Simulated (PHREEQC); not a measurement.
0.27 g of hydrous ferric oxide (600 m²/g; 0.2 weak and 0.005 strong sites per Fe, Dzombak-Morel constants, diffuse double layer) in 1 kg of water with 0.005 mol/kgw of an inert sodium salt, at 25 °C; the pH is set by adding NaOH or the inert anion's acid. Oxygen alone is held at its pressure in air (log pO2 = -0.68). CO2 from the air is kept out. Precipitation was switched off in this run.

Base run: PHREEQC, ion-association model, wateq4f.dat. Each further column changes one thing. The table gives surface charge σ (C/m²).

```tsv
pH	base	background salt from 0.005 to 0.0005 mol/kgw	oxide from 0.27 to 1.4 g/kgw	0.00015 mol/kgw CuSO4 added
4	0.184	0.100	0.189	0.101
4.5	0.132	0.063	0.135	0.070
5	0.091	0.039	0.092	0.048
5.5	0.060	0.024	0.061	0.035
6	0.038	0.014	0.038	0.027
6.5	0.023	0.008	0.023	0.021
7.5	0.006	0.002	0.006	0.012
8	0.001	0.000	0.001	0.007
8.5	-0.004	-0.001	-0.004	0.002
9	-0.009	-0.003	-0.009	-0.003
9.5	-0.018	-0.006	-0.018	-0.009
10	-0.030	-0.012	-0.031	-0.017
```

 The database's constant for dissolved Cu(OH)2 is higher than later reviews accept.
